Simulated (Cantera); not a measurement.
Charge: 1 mol Fe(CO)5, a varied amount of H2, held at 1275 K and 120 Torr.

These are equilibrium values from Cantera (NASA tables, ideal gas, pure condensed phases), not measurements of a reactor. Candidate condensed phases: C, C6H6, C7H8, C8H18, Fe, Fe(CO)5, FeO, Fe(OH)2, Fe(OH)3, Fe2O3, Fe3O4, H2O; 114 gas species. Condensed phases not in the tables: cementite and carbon dissolved in iron. Equilibrium is a limit: real reactors are often held back by kinetics, nucleation or transport.

Task: At 2.8 mol H2, list the 5 most abundant gas species with their mole fractions, and the condensed phases.

Result: CO 0.640, H2 0.359, CO2 0.000460, H2O 0.000428, CH4 0.000191. Condensed: C(graphite) + Fe(γ).
